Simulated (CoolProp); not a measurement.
Vapour-liquid equilibrium of toluene (1) + o-xylene (2) at 1.25 MPa; x and y are mole fractions of (1).

Computed with CoolProp (multi-fluid Helmholtz-energy mixture model, Lemmon 2006 and Zhou 2012; pair parameters Bell 2016).

```csv
x,bubble temperature (K),y at the bubble point,dew temperature at overall composition x (K),liquid density (mol/L)
0.05,543.5,0.073,544.3,5.862
0.2,536.3,0.278,539.2,6.021
0.35,529.4,0.458,533.6,6.179
0.5,522.8,0.615,527.7,6.337
0.65,516.6,0.749,521.2,6.493
0.8,510.8,0.866,514.1,6.650
0.95,505.5,0.968,506.5,6.808
```

No azeotrope shows between x = 0.05 and 0.95.

Pair parameters are fitted to limited data, so mixtures are less certain than the pure fluids.
